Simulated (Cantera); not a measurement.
## Equilibrium for abatement and gas-phase synthesis: CS2 + H2O + N2

Feed: 1 mol CS2, 2.7 mol H2O, 1.6 mol N2, at 18.0 mbar.

Equilibrium computed with Cantera from the NASA thermochemical tables; the gas is ideal and each condensed phase is pure. Candidate condensed phases: C, C6H6, C7H8, C8H18, H2O, H2SO4, S; 150 gas species. Gases not in the tables: S3 to S7. Kinetics and transport are ignored.

From 1098 K to 1998 K nothing is condensed. The main C-bearing gas is CO2 at 1098 K and CO at 1998 K.

```json
[
 {"T (K)": "1098", "x N2": "0.278", "x H2": "0.0974", "x H2O": "0.184", "x H2S": "0.188", "x S2": "0.0777", "x CO": "0.0592", "x CO2": "0.111", "x SO2": "0.000284", "x SO": "5.91e-6", "x SH": "0.000159"},
 {"T (K)": "1248", "x N2": "0.267", "x H2": "0.145", "x H2O": "0.203", "x H2S": "0.103", "x S2": "0.114", "x CO": "0.0867", "x CO2": "0.0783", "x SO2": "0.00114", "x SO": "6.44e-5", "x SH": "0.000623"},
 {"T (K)": "1398", "x N2": "0.260", "x H2": "0.175", "x H2O": "0.211", "x H2S": "0.0528", "x S2": "0.133", "x CO": "0.104", "x CO2": "0.0578", "x SO2": "0.00374", "x SO": "0.000426", "x SH": "0.00160"},
 {"T (K)": "1548", "x N2": "0.256", "x H2": "0.195", "x H2O": "0.207", "x H2S": "0.0282", "x S2": "0.138", "x CO": "0.116", "x CO2": "0.0440", "x SO2": "0.00943", "x SO": "0.00188", "x SH": "0.00320"},
 {"T (K)": "1698", "x N2": "0.253", "x H2": "0.214", "x H2O": "0.194", "x H2S": "0.0164", "x S2": "0.134", "x CO": "0.125", "x CO2": "0.0331", "x SO2": "0.0178", "x SO": "0.00588", "x SH": "0.00549"},
 {"T (K)": "1848", "x N2": "0.250", "x H2": "0.232", "x H2O": "0.174", "x H2S": "0.0102", "x S2": "0.124", "x CO": "0.131", "x CO2": "0.0245", "x SO2": "0.0262", "x SO": "0.0140", "x SH": "0.00843"},
 {"T (K)": "1998", "x N2": "0.245", "x H2": "0.248", "x H2O": "0.150", "x H2S": "0.00656", "x S2": "0.110", "x CO": "0.135", "x CO2": "0.0179", "x SO2": "0.0322", "x SO": "0.0273", "x SH": "0.0118"}
]
```
x: gas mole fraction; nothing condenses.
